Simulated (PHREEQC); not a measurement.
Dissolve 0.0019 mol Sr(OH)2 per kg of water at 25 °C. Closed to the air; pH follows from the charge balance.

The numbers come from PHREEQC with the ion-association model, wateq4f.dat.

No solid was allowed to form.

Problem. Predict the pH.

Solution. pH 11.54.

Problem. In which forms is Sr present?

Solution. Sr+2 99 %, SrOH+ 1.4 % of the Sr.
